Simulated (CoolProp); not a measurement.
Dodecamethylcyclohexasiloxane (D6) at several states: density (kg/m³) from the reference equation and from simpler models built on Tc = 372.6 °C, pc = 0.9614 MPa, ω = 0.736; each cubic takes its own stable root.

The numbers come from the reference Helmholtz-energy equation of state, Colonna 2008 in CoolProp. It is a short technical equation, of lower accuracy than the large ones.

```json
[
 {"T (°C)": "200.45", "p (MPa)": "2.72", "phase": "liquid", "reference": "783.4"},
 {"T (°C)": "282.15", "p (MPa)": "0.0729", "phase": "gas", "reference": "7.424"},
 {"T (°C)": "203.35", "p (MPa)": "1.97", "phase": "liquid", "reference": "775.3"},
 {"T (°C)": "91.45", "p (MPa)": "1.15", "phase": "liquid", "reference": "898.7"}
]
```

Problem. How far does each simpler model (van der Waals, Redlich-Kwong, Soave-Redlich-Kwong, Peng-Robinson) lie from the reference over these 4 states: mean and median of the absolute difference, and the worst?

Solution. 
- van der Waals: mean 30.6 %, median 38.7 %, worst -42.9 % at 91.45 °C and 1.15 MPa
- Redlich-Kwong: mean 11.5 %, median 14.0 %, worst -16.4 % at 91.45 °C and 1.15 MPa
- Soave-Redlich-Kwong: mean 6.1 %, median 6.8 %, worst -10.4 % at 91.45 °C and 1.15 MPa
- Peng-Robinson: mean 2.6 %, median 2.7 %, worst +4.9 % at 203.35 °C and 1.97 MPa
